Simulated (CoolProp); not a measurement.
Vapour-liquid equilibrium of diethyl ether (1) + methanol (2) at 282.3 K; x and y are mole fractions of (1).

Values from CoolProp's multi-fluid Helmholtz-energy mixture model, Thol 2014 and de Reuck 1993; pair parameters Bell 2016.

| x | bubble pressure (MPa) | y at the bubble point | dew pressure at overall composition x (MPa) | liquid density (mol/L) |
|---|---|---|---|---|
| 0.05 | 0.01341 | 0.492 | 0.007437 | 23.45 |
| 0.125 | 0.02032 | 0.681 | 0.008048 | [?] |
| 0.2 | 0.02490 | 0.750 | 0.008766 | 19.65 |
| 0.275 | 0.02789 | 0.784 | 0.009623 | 18.11 |
| 0.35 | [?] | 0.804 | 0.01066 | [?] |
| 0.425 | 0.03122 | 0.818 | 0.01196 | 15.57 |
| 0.5 | 0.03224 | 0.829 | 0.01360 | 14.51 |
| 0.575 | 0.03311 | 0.839 | [?] | 13.57 |
| 0.65 | 0.03395 | 0.851 | 0.01875 | 12.73 |
| 0.725 | [?] | 0.867 | 0.02305 | 11.98 |
| 0.8 | 0.03568 | 0.888 | 0.02948 | 11.30 |
| 0.875 | 0.03652 | 0.917 | 0.03518 | 10.69 |
| 0.95 | 0.03719 | 0.960 | 0.03708 | 10.13 |

Task: Complete the blanks.

Result: 
- 0.125, liquid density (mol/L): 21.41
- 0.35, bubble pressure (MPa): 0.02986
- 0.35, liquid density (mol/L): 16.76
- 0.575, dew pressure at overall composition x (MPa): 0.01577
- 0.725, bubble pressure (MPa): 0.03481

No azeotrope shows between x = 0.05 and 0.95.

Pair parameters are fitted to limited data, so mixtures are less certain than the pure fluids. With so large a gap from Raoult's law the liquid may split in two, which this calculation doesn't test in full.
